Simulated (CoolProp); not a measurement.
The fluid at 293.15 K and 0.816 MPa expands adiabatically to 0.0877 MPa with isentropic efficiency 0.9. The same conditions are run with several fluids, on thermodynamics alone (safety and materials aside).

Values from CoolProp's reference Helmholtz-energy equation of state of each fluid (ethylene: Smukala 2000; CF4 (R14): Platzer 1990; sulfur hexafluoride: Guder 2009; CH2F2 (R32): Tillner-Roth 1997; dry air: Lemmon 2000). The equations of Platzer and Polt are older, rougher fits. Blends and air are pseudo-pure fits.

### Question
Rank ethylene, CF4 (R14), sulfur hexafluoride, CH2F2 (R32), dry air by work (kJ/kg), highest first.

### Answer
ethylene (133), dry air (124), CH2F2 (R32) (70.6), CF4 (R14) (46.1), sulfur hexafluoride (28.3)

```
fluid                final temperature (K)                       final phase  final density (kg/m³)
-------------------  ---------------------  --------------------------------  ---------------------
ethylene                             188.0                               gas                   1.61
CF4 (R14)                            215.0                               gas                   4.36
sulfur hexafluoride                  238.5                               gas                   6.59
CH2F2 (R32)                          218.7  two-phase, vapour fraction 0.928                   2.81
dry air                              168.1                               gas                   1.82
```
